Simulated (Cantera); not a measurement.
A closed system holds: 1 mol PbO, 0.067 mol CO, 57 mol N2.

Method: chemical equilibrium by Gibbs-energy minimisation in Cantera with the NASA 1993 tables (ideal gas, pure condensed phases). Candidate condensed phases: C, Pb, PbO, PbO2, Pb3O4; 27 gas species. Rates play no part.

Task: What condenses at these points (T in K, P in Pa): (848, 10); (823, 10); (973, 1000000); (923, 10)?

Result: 
| T (K) | P in Pa | condensed phases | Pb condensed (%) |
|---|---|---|---|
| 848 | 10 | PbO | 93.3 |
| 823 | 10 | PbO | 93.3 |
| 973 | 1000000 | Pb + PbO | 100.0 |
| 923 | 10 | PbO | 92.2 |
